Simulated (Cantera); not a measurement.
**Equilibrium for silicon epitaxy and polysilicon growth: SiH2Cl2 + N2 + Cl2**

Input: 1 mol SiH2Cl2, a varied amount of N2, 0.015 mol Cl2, equilibrated at 1348 K and 0.133 bar.

These are equilibrium values from Cantera (NASA tables, ideal gas, pure condensed phases), not measurements of a reactor. Candidate condensed phases: NH4Cl, Si, Si3N4; 28 gas species. N2 is the only nitrogen source here; it is nearly inert below about 1500 K, so the nitride shown seldom forms there in practice. The tables' values for SiCl3 are old estimates; treat these amounts as uncertain. Kinetics and transport are ignored.

From 9.6 mol N2 to 48 mol N2 the condensed part is Si3N4(s). The main Si-bearing gas is SiCl4 throughout. The share of Si in condensed phases is highest at 48 mol N2 (86.0 %) and lowest at 9.6 mol N2 (81.4 %).

| n(N2) (mol) | log p N2 | log p HCl | log p H2 | log p SiCl4 | log p SiCl3 | log p SiCl2 | n Si3N4(s) |
|---|---|---|---|---|---|---|---|
| 9.6 | -0.96 | -1.79 | -2.38 | -2.71 | -3.69 | -3.96 | 0.271 |
| 11 | -0.95 | -1.84 | -2.45 | -2.78 | -3.74 | -4.00 | 0.273 |
| 13 | -0.94 | -1.90 | -2.53 | -2.86 | -3.80 | -4.04 | 0.275 |
| 14 | -0.93 | -1.92 | -2.56 | -2.90 | -3.83 | -4.06 | 0.275 |
| 16 | -0.92 | -1.97 | -2.63 | -2.96 | -3.88 | -4.10 | 0.277 |
| 19 | -0.92 | -2.03 | -2.71 | -3.05 | -3.95 | -4.14 | 0.278 |
| 22 | -0.91 | -2.09 | -2.79 | -3.13 | -4.00 | -4.18 | 0.280 |
| 25 | -0.91 | -2.14 | -2.85 | -3.19 | -4.05 | -4.22 | 0.281 |
| 28 | -0.90 | -2.18 | -2.91 | -3.25 | -4.10 | -4.25 | 0.282 |
| 32 | -0.90 | -2.23 | -2.98 | -3.32 | -4.15 | -4.28 | 0.283 |
| 37 | -0.90 | -2.29 | -3.05 | -3.40 | -4.21 | -4.32 | 0.284 |
| 42 | -0.89 | -2.34 | -3.12 | -3.47 | -4.26 | -4.36 | 0.285 |
| 48 | -0.89 | -2.39 | -3.19 | -3.54 | -4.32 | -4.39 | 0.287 |
log p: log10 of the partial pressure in bar; n: condensed amount in mol.
